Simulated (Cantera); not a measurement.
## Reactions in the system F-O-Pb

Source: NASA polynomial tables (part measured, part estimated), evaluated in Cantera. Values are per mole of reaction as written; species without (g) are pure solids or liquids, kept so even where they would boil at 1 bar.

O(g) + PbF2 ⇌ PbO(g) + F2(g)

```json
[
 {"T (K)": "1398", "ΔH° (kJ)": "429.5", "ΔS° (J/K)": "83.7", "ΔG° (kJ)": "312.5", "log10 K": "-11.67"},
 {"T (K)": "1473", "ΔH° (kJ)": "425.4", "ΔS° (J/K)": "80.9", "ΔG° (kJ)": "306.3", "log10 K": "-10.86"},
 {"T (K)": "1548", "ΔH° (kJ)": "421.4", "ΔS° (J/K)": "78.2", "ΔG° (kJ)": "300.3", "log10 K": "-10.13"},
 {"T (K)": "1623", "ΔH° (kJ)": "417.3", "ΔS° (J/K)": "75.6", "ΔG° (kJ)": "294.6", "log10 K": "-9.48"},
 {"T (K)": "1698", "ΔH° (kJ)": "413.3", "ΔS° (J/K)": "73.2", "ΔG° (kJ)": "289.0", "log10 K": "-8.89"}
]
```
